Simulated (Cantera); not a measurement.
An adiabatic, constant-pressure homogeneous reactor starts with 8.01 % CO, 12.0 % H2, 0.801 % CH4, 16.6 % O2, 62.4 % N2, 0.240 % C2H6, equivalence ratio 0.75, at 1273 K and 340000 Pa.

Detailed kinetics in Cantera: GRI-Mech 3.0 (53 species, 325 reactions).

### Question
Predict: time of steepest temperature rise; temperature at 0.800 s; equilibrium temperature; x(CO) at 0.800 s; x(H2) at 0.800 s; x(N2O) at 0.800 s; x(H2O) at 0.800 s.

### Answer
```
Property                                                            Result
---------------------------------  ---------------------------------------
time of steepest temperature rise                                  21.5 µs
temperature at 0.800 s                                              2678 K
equilibrium temperature                                             2678 K
x(CO) at 0.800 s                     0.0188 (gas-phase equilibrium 0.0188)
x(H2) at 0.800 s                   0.00489 (gas-phase equilibrium 0.00489)
x(N2O) at 0.800 s                  1.26e-6 (gas-phase equilibrium 1.26e-6)
x(H2O) at 0.800 s                      0.143 (gas-phase equilibrium 0.143)
```
